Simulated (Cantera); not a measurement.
# Formation from one mole of Cl2

Cantera with NASA thermochemical tables; ideal gases at 1 bar, condensed phases pure. Values are per mole of reaction as written; species without (g) are pure solids or liquids, kept so even where they would boil at 1 bar.

2 Al + Cl2(g) → 2 AlCl(g)

| T (K) | ΔH° (kJ) | ΔS° (J/K) | ΔG° (kJ) | log10 K |
|---|---|---|---|---|
| 425 | -104.8 | 171.1 | -177.5 | 21.81 |
| 450 | -105.2 | 170.2 | -181.8 | 21.10 |
| 475 | -105.6 | 169.3 | -186.0 | 20.45 |
| 500 | -106.0 | 168.4 | -190.2 | 19.87 |
| 525 | -106.4 | 167.6 | -194.4 | 19.34 |
| 550 | -106.9 | 166.8 | -198.6 | 18.86 |
| 575 | -107.3 | 166.0 | -202.8 | 18.42 |

0.6667 B + Cl2(g) → 0.6667 BCl3(g)

| T (K) | ΔH° (kJ) | ΔS° (J/K) | ΔG° (kJ) | log10 K |
|---|---|---|---|---|
| 425 | -268.6 | -33.5 | -254.4 | 31.26 |
| 450 | -268.6 | -33.5 | -253.5 | 29.43 |
| 475 | -268.6 | -33.6 | -252.7 | 27.79 |
| 500 | -268.7 | -33.6 | -251.9 | 26.31 |
| 525 | -268.7 | -33.6 | -251.0 | 24.98 |
| 550 | -268.7 | -33.6 | -250.2 | 23.76 |
| 575 | -268.7 | -33.6 | -249.3 | 22.65 |

Sr + Cl2(g) → SrCl2

```tsv
T (K)	ΔH° (kJ)	ΔS° (J/K)	ΔG° (kJ)	log10 K
425	-826.9	-157.8	-759.8	93.39
450	-826.5	-156.9	-755.9	87.74
475	-826.1	-156.0	-752.0	82.69
500	-825.7	-155.2	-748.1	78.15
525	-825.3	-154.4	-744.2	74.05
550	-824.9	-153.6	-740.4	70.31
575	-824.4	-152.8	-736.6	66.91
```

0.5 Ti + Cl2(g) → 0.5 TiCl4(g)

```tsv
T (K)	ΔH° (kJ)	ΔS° (J/K)	ΔG° (kJ)	log10 K
425	-381.4	-60.5	-355.7	43.72
450	-381.4	-60.4	-354.2	41.11
475	-381.3	-60.3	-352.7	38.78
500	-381.3	-60.2	-351.2	36.69
525	-381.2	-60.1	-349.7	34.79
550	-381.2	-60.0	-348.2	33.07
575	-381.1	-60.0	-346.7	31.49
```
